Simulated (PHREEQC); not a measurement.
Dissolve 0.0045 mol Al2(SO4)3, 0.0021 mol CuCl2, 0.0023 mol H2SO4 and 0.091 mol NaCl per kg of water at 30 °C. Closed to the air; pH follows from the charge balance.

Computed with PHREEQC (ion-association model, wateq4f.dat).

### Question
The ionic strength comes out as 0.130 mol/kgw. What activity coefficients do AlHSO4+2, HSO4-, SO4-2, Cu+2, Al+3 get?

### Answer
AlHSO4+2 0.34, HSO4- 0.76, SO4-2 0.34, Cu+2 0.37, Al+3 0.16.

No solid was allowed to form.
